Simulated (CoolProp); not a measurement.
Vapour-liquid equilibrium of hydrogen sulfide (1) + toluene (2) at 0.27 MPa; x and y are mole fractions of (1).

Model: multi-fluid Helmholtz-energy mixture model, Lemmon 2006 and Lemmon 2006; pair parameters Bell 2016, in CoolProp.

| x | bubble temperature, mixture model (°C) | bubble temperature, Raoult's law (°C) | y, mixture model | y, Raoult's law |
|---|---|---|---|---|
| 0.05 | 74.9 | 66.5 | 0.878 | 0.916 |
| 0.15 | 22.9 | 20.1 | 0.988 | 0.991 |
| 0.25 | 4.8 | 1.4 | 0.996 | 0.997 |
| 0.35 | -5.9 | -9.6 | 0.998 | 0.999 |
| 0.45 | -13.8 | -17.3 | 0.999 | 0.999 |
| 0.55 | -20.2 | -23.1 | 1.000 | 1.000 |
| 0.65 | -25.6 | -27.7 | 1.000 | 1.000 |
| 0.75 | -30.2 | -31.5 | 1.000 | 1.000 |
| 0.85 | -34.2 | -34.7 | 1.000 | 1.000 |
| 0.95 | -37.4 | -37.5 | 1.000 | 1.000 |

The largest gap from Raoult's law is +8.4 K in bubble temperature, at x = 0.05. No azeotrope shows between x = 0.05 and 0.95.

Pair parameters are fitted to limited data, so mixtures are less certain than the pure fluids.
